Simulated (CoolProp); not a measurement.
Vapour-liquid equilibrium of carbon dioxide (1) + sulfur dioxide (2) at 7.91 bar; x and y are mole fractions of (1).

Computed with CoolProp (multi-fluid Helmholtz-energy mixture model, Span 1996 and Gao 2016; pair parameters Bell 2016).

Question: Give the bubble temperature and the first vapour's composition at x = 0.65, 0.8, 0.95. Is there an azeotrope?

Answer: x = 0.65: -36.5 °C, y = 0.982; x = 0.8: -40.9 °C, y = 0.990; x = 0.95: -44.9 °C, y = 0.998. No azeotrope shows between x = 0.05 and 0.95.

Pair parameters are fitted to limited data, so mixtures are less certain than the pure fluids.
